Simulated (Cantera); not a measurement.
Cantera run, input and output.

```python
import numpy as np
import cantera as ct

gas = ct.Solution("gri30.yaml")
gas.TPX = 1075, 150000, {'N2O': 1, 'H2O': 0.022}
inlet = ct.Reservoir(gas, clone=True)

reactor = ct.IdealGasConstPressureReactor(gas, energy="off", clone=False)
exhaust = ct.Reservoir(gas, clone=True)
tau = [14, 4.2, 1.3, 0.39, 0.12, 0.036, 0.011, 0.0033, 0.001, 0.00031][0]
for a, b in ((inlet, reactor), (reactor, exhaust)):
    ct.MassFlowController(a, b, mdot=lambda t: reactor.mass / tau)
net = ct.ReactorNet([reactor])
show = ['N2O', 'H2O', 'NO2', 'NO', 'H2O2', 'O2', 'HO2']

rows = []
print(f"{'tau/s':>10s}{'T/K':>9s}" + "".join(f"{s:>11s}" for s in show))
for tau in [14, 4.2, 1.3, 0.39, 0.12, 0.036, 0.011, 0.0033, 0.001, 0.00031]:
    net.initial_time = 0.0
    net.advance(30 * tau)
    before = gas.X
    net.advance(40 * tau)
    drift = np.max(np.abs(gas.X - before) / (gas.X + 1e-9))
    rows.append([gas.T, *gas[show].X, drift])
    print(f"{tau:10.3e}{gas.T:9.1f}" + "".join(f"{x:11.3e}" for x in gas[show].X))
```

It prints:

```
     tau/s      T/K        N2O        H2O        NO2         NO       H2O2         O2        HO2
 1.400e+01   1075.0  4.621e-01  1.780e-02  5.430e-04  1.296e-02  1.164e-08  1.664e-01  2.278e-08
 4.200e+00   1075.0  7.131e-01  1.961e-02  4.998e-04  7.566e-03  1.518e-08  8.489e-02  4.552e-08
 1.300e+00   1075.0  8.720e-01  2.076e-02  4.019e-04  3.118e-03  1.593e-08  3.387e-02  1.006e-07
 3.900e-01   1075.0  9.429e-01  2.127e-02  2.710e-04  9.779e-04  1.409e-08  1.121e-02  2.241e-07
 1.200e-01   1075.0  9.671e-01  2.144e-02  1.395e-04  2.811e-04  1.403e-08  3.555e-03  4.300e-07
 3.600e-02   1075.0  9.750e-01  2.150e-02  4.845e-05  8.414e-05  2.052e-08  1.075e-03  7.015e-07
 1.100e-02   1075.0  9.774e-01  2.152e-02  1.121e-05  3.008e-05  3.054e-08  3.284e-04  9.519e-07
 3.300e-03   1075.0  9.782e-01  2.152e-02  1.417e-06  1.102e-05  2.344e-08  9.797e-05  9.292e-07
 1.000e-03   1075.0  9.784e-01  2.153e-02  6.970e-08  3.690e-06  3.228e-09  2.938e-05  4.256e-07
 3.100e-04   1075.0  9.784e-01  2.153e-02  1.518e-09  1.149e-06  8.696e-11  8.965e-06  8.873e-08
```

Detailed kinetics in Cantera: GRI-Mech 3.0 (53 species, 325 reactions). GRI-Mech 3.0 was tuned for natural gas; its chemistry of N2O as a main component is partial and can be far from experiment. The mechanism lacks the step 2 NO + O2 → 2 NO2, which can matter for NO2 below about 1400 K. The temperature is held fixed by assumption; the heat of reaction is taken as removed at once.
